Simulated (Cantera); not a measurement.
Input: 1 mol Si, a varied amount of HCl, 27 mol N2, equilibrated at 827 °C and 10.0 Torr.

Cantera equilibrium calculation (NASA polynomials, part measured and part estimated; ideal gas, pure solids and liquids). Candidate condensed phases: NH4Cl, Si, Si3N4; 28 gas species. N2 is the only nitrogen source here; it is nearly inert below about 1500 K, so the nitride shown seldom forms there in practice. Kinetics and transport are ignored.

Which condensed phases are stable at each of these points (n(HCl) (mol)): 1.2, 2.7, 4.3, 5.9, 7.4, 9, 11, 12?


```json
[
 {"n(HCl) (mol)": "1.2", "condensed phases": "Si3N4(s)", "Si condensed (%)": "93.0"},
 {"n(HCl) (mol)": "2.7", "condensed phases": "Si3N4(s)", "Si condensed (%)": "81.1"},
 {"n(HCl) (mol)": "4.3", "condensed phases": "Si3N4(s)", "Si condensed (%)": "66.9"},
 {"n(HCl) (mol)": "5.9", "condensed phases": "Si3N4(s)", "Si condensed (%)": "51.7"},
 {"n(HCl) (mol)": "7.4", "condensed phases": "Si3N4(s)", "Si condensed (%)": "36.9"},
 {"n(HCl) (mol)": "9", "condensed phases": "Si3N4(s)", "Si condensed (%)": "20.5"},
 {"n(HCl) (mol)": "11", "condensed phases": "gas only", "Si condensed (%)": "0.0"},
 {"n(HCl) (mol)": "12", "condensed phases": "gas only", "Si condensed (%)": "0.0"}
]
```

From 1.2 mol HCl to 9 mol HCl the condensed part is Si3N4(s). From 11 mol HCl to 12 mol HCl nothing is condensed.
